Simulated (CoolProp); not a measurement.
A single-stage vapour-compression cycle with the fluid: evaporating at 209.15 K (dew point), condensing at 275.15 K (bubble point), superheat 2 K, subcooling 5 K, compressor efficiency 0.7, no pressure losses. The same conditions are run with several fluids, on thermodynamics alone (safety and materials aside).

Model: reference Helmholtz-energy equation of state of each fluid (carbonyl sulfide: Lemmon 2006; R115: Lemmon 2016; ammonia: Gao 2020; R407C: Lemmon 2003; R410A: Lemmon 2003; hydrogen chloride: Thol 2018), in CoolProp. Blends and air are pseudo-pure fits.

```tsv
fluid	cooling COP	pressure ratio	discharge temperature (K)	refrigerating effect (kJ/kg)	volumetric capacity (kJ/m³)
carbonyl sulfide	1.73	13.6	418.9	245	434
R115	1.58	16.4	293.5	77.5	199
ammonia	1.61	27.7	540.4	1190	194
R407C	1.51	28.3	365.1	179	191
R410A	1.69	16.8	365.8	199	430
hydrogen chloride	1.55	9.32	467.5	312	2010
```
